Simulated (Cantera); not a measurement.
A perfectly stirred reactor is fed with C2H6 : N2 = 1 : 31 (molar parts), at 420 Pa; it is held at 1250 K, and followed from long to short residence time.

Detailed kinetics in Cantera: GRI-Mech 3.0 (53 species, 325 reactions). GRI-Mech 3.0 stops at C3 and has no aromatics, soot or wall deposition, so with more carbon than oxygen in the feed, carbon stays in small species such as C2H2 where larger ones or solid carbon would form. Radical loss at walls, strong at low pressure, is not modelled.

| quantity | before | after |
|---|---|---|
| x(C2H6) at τ = 8.60 s | 0.000896 | 0.00154 |
| x(C2H) at τ = 8.60 s | 3.04e-9 | 3.48e-9 |
| x(CH2) at τ = 8.60 s | 2.64e-8 | 2.13e-8 |
| x(H2) at τ = 8.60 s | 0.0396 | 0.0735 |
| x(C2H4) at τ = 8.60 s | 0.00499 | 0.00977 |
| x(C2H6) at τ = 20.0 ms | 0.0303 | 0.0598 |
| x(C2H) at τ = 20.0 ms | 8.36e-12 | 2.01e-11 |
| x(CH2) at τ = 20.0 ms | 3.62e-8 | 5.40e-8 |
| x(H2) at τ = 20.0 ms | 0.000678 | 0.00194 |
| x(C2H4) at τ = 20.0 ms | 0.000713 | 0.00206 |

Problem. What was changed between the two runs?
A) temperature 1250 to 1475 K
B) temperature 1250 to 1775 K
C) N2 31 to 15 parts
D) pressure from 420 Pa to 17.0 Pa

Solution. C, N2 31 to 15 parts
